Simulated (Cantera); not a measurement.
Cantera run, input and output.

```python
import numpy as np
import cantera as ct

surf = ct.Interface("diamond.yaml", "diamond_100")
gas, bulk = surf.adjacent["gas"], surf.adjacent["diamond"]
k = surf.kinetics_species_index(bulk.species_names[0])
cover = ["c6HH", "c6H*", "c6*H", "c6**", "c6HM", "c6B"]

rows, drift = [], 0.0
print(f"{'T':>10s}{'um/h':>11s}" + "".join(f"{s:>11s}" for s in cover))
for v in [925, 975, 1025, 1075, 1125, 1175, 1225, 1275, 1325, 1375]:
    T, P, xH, xCH3 = v, 1100, 0.002, 0.00042
    gas.TPX = T, P, {"H": xH, "CH3": xCH3, "CH4": 0.003, "H2": 1 - xH - xCH3 - 0.003}
    surf.TP = bulk.TP = T, P
    surf.coverages = "c6H*:0.1, c6HH:0.9"
    surf.advance_coverages(100.0)
    before = surf.coverages
    surf.advance_coverages(100.0)
    drift = max(drift, np.max(np.abs(surf.coverages - before) / (surf.coverages + 1e-9)))
    rate = surf.net_production_rates[k] * bulk.mean_molecular_weight / bulk.density * 3.6e9
    rows.append([rate, *surf[cover].coverages])
    print(f"{v:10.4g}{rate:11.4e}" + "".join(f"{x:11.3e}" for x in rows[-1][1:]))
```

Result:

```
         T       um/h       c6HH       c6H*       c6*H       c6**       c6HM        c6B
       925 1.3060e+00  5.642e-01  1.027e-02  2.642e-01  4.298e-03  1.234e-01  3.544e-09
       975 1.5241e+00  5.484e-01  1.418e-02  3.119e-01  6.626e-03  8.881e-02  4.136e-09
      1025 1.3946e+00  5.356e-01  1.896e-02  3.624e-01  9.796e-03  5.178e-02  3.784e-09
      1075 9.6539e-01  5.181e-01  2.433e-02  4.093e-01  1.374e-02  2.268e-02  2.620e-09
      1125 6.0556e-01  4.923e-01  2.976e-02  4.456e-01  1.816e-02  8.155e-03  1.643e-09
      1175 4.4724e-01  4.634e-01  3.509e-02  4.722e-01  2.286e-02  2.753e-03  1.214e-09
      1225 4.2033e-01  4.361e-01  4.032e-02  4.920e-01  2.773e-02  9.352e-04  1.141e-09
      1275 4.3046e-01  4.121e-01  4.546e-02  5.069e-01  3.270e-02  3.228e-04  1.168e-09
      1325 3.8624e-01  3.920e-01  5.048e-02  5.178e-01  3.770e-02  1.115e-04  1.048e-09
      1375 2.6390e-01  3.755e-01  5.535e-02  5.255e-01  4.251e-02  3.930e-05  7.161e-10
```

Detailed kinetics in Cantera: the Harris–Goodwin 1993 mechanism for the reconstructed diamond (100) surface.
